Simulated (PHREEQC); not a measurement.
Make-up at 25 °C: 0.059 mol H3PO4 and 0.00014 mol HF per kg of water. Closed to the air; pH follows from the charge balance.

All values are PHREEQC results (ion-association model, phreeqc.dat), not measurements.

```json
[
 {"quantity": "pH", "before": "1.78", "after": "1.84"},
 {"quantity": "ionic strength (mol/kgw)", "before": "0.0187", "after": "0.0164"},
 {"quantity": "H3PO4 (mol/kgw)", "before": "0.0403", "after": "0.0426"},
 {"quantity": "H2PO4- (mol/kgw)", "before": "0.0187", "after": "0.0164"},
 {"quantity": "HF (mol/kgw)", "before": "0.000134", "after": "0.000136"},
 {"quantity": "F- (mol/kgw)", "before": "6.17e-6", "after": "4.05e-6"}
]
```

### Question
Which change was made?
A) HF from 0.00014 to 0.00021 mol/kgw
B) temperature from 25 to 55 °C
C) diluted 100-fold with water
D) H3PO4 from 0.059 to 0.0649 mol/kgw

### Answer
B, temperature from 25 to 55 °C

This is a speciation only: nothing precipitates in the calculation. Away from 25 °C the constants follow the database's enthalpies or fits; those with neither stay at their 25 °C values.
